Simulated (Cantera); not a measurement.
## Silicon nitride deposition: SiH4 + NH3 + H2

A closed system holds: 1 mol SiH4, 0.26 mol NH3, 15 mol H2, equilibrated at 1102 °C and 22000 Pa.

Method: chemical equilibrium by Gibbs-energy minimisation in Cantera with the NASA 1993 tables (ideal gas, pure condensed phases). Candidate condensed phases: Si, Si3N4; 18 gas species. Mutual solubility and eutectic melting of coexisting phases are not modelled. Rates play no part.

| Quantity | Value |
|---|---|
| x(H2) | 1.000 |
| x(N2) | 1.46e-5 |
| x(H) | 7.31e-6 |
| n(Si(s)) | 0.805 mol |
| n(Si3N4(s)) | 0.0649 mol |
| gas amount | 17.39 mol |
